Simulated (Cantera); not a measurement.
Input: 1 mol Si, 1.4 mol Cl2, 6.9 mol H2.

Points: T (K) = 775, 850, 925, 1000, 1075, 1150, 1225, 1300, 1375; P (Pa) = 10000, 26000, 67000, 170000, 450000, 1.2e+06, 3e+06.

Cantera's Mixture.equilibrate('TP', solver="vcs", rtol=1e-11, max_steps=5000) on the NASA tables stopped like this:

```
ERROR: FAILURE its = 5001!

*******************************************************************************
CanteraError thrown by MultiPhase::equilibrate:
VCS solver failed. Return code: -1
*******************************************************************************
```

Q: What got this run through?

A: This is not unique; one that fits is The failure is numerical, not chemical. The same input converged with solver="gibbs", rtol=1e-10, max_steps=50000, and the result passed a check of the equilibrium conditions:
```
    775      1e+04  Si(cr)
    850      1e+04  Si(cr)
    925      1e+04  Si(cr)
   1000      1e+04  Si(cr)
   1075      1e+04  Si(cr)
   1150      1e+04  Si(cr)
   1225      1e+04  Si(cr)
   1300      1e+04  Si(cr)
   1375      1e+04  Si(cr)
    775    2.6e+04  Si(cr)
    850    2.6e+04  Si(cr)
    925    2.6e+04  Si(cr)
   1000    2.6e+04  Si(cr)
   1075    2.6e+04  Si(cr)
   1150    2.6e+04  Si(cr)
   1225    2.6e+04  Si(cr)
   1300    2.6e+04  Si(cr)
   1375    2.6e+04  Si(cr)
    775    6.7e+04  Si(cr)
    850    6.7e+04  Si(cr)
    925    6.7e+04  Si(cr)
   1000    6.7e+04  Si(cr)
   1075    6.7e+04  Si(cr)
   1150    6.7e+04  Si(cr)
   1225    6.7e+04  Si(cr)
   1300    6.7e+04  Si(cr)
   1375    6.7e+04  Si(cr)
    775    1.7e+05  Si(cr)
    850    1.7e+05  Si(cr)
    925    1.7e+05  Si(cr)
   1000    1.7e+05  Si(cr)
   1075    1.7e+05  Si(cr)
   1150    1.7e+05  Si(cr)
   1225    1.7e+05  Si(cr)
   1300    1.7e+05  Si(cr)
   1375    1.7e+05  Si(cr)
    775    4.5e+05  Si(cr)
    850    4.5e+05  Si(cr)
    925    4.5e+05  Si(cr)
   1000    4.5e+05  Si(cr)
   1075    4.5e+05  Si(cr)
   1150    4.5e+05  Si(cr)
   1225    4.5e+05  Si(cr)
   1300    4.5e+05  Si(cr)
   1375    4.5e+05  Si(cr)
    775    1.2e+06  Si(cr)
    850    1.2e+06  Si(cr)
    925    1.2e+06  Si(cr)
   1000    1.2e+06  Si(cr)
   1075    1.2e+06  Si(cr)
   1150    1.2e+06  Si(cr)
   1225    1.2e+06  Si(cr)
   1300    1.2e+06  Si(cr)
   1375    1.2e+06  Si(cr)
    775      3e+06  Si(cr)
    850      3e+06  Si(cr)
    925      3e+06  Si(cr)
   1000      3e+06  Si(cr)
   1075      3e+06  Si(cr)
   1150      3e+06  Si(cr)
   1225      3e+06  Si(cr)
   1300      3e+06  Si(cr)
   1375      3e+06  Si(cr)
```

The gas is ideal and each condensed phase is pure. The tables' values for SiCl3 are old estimates.
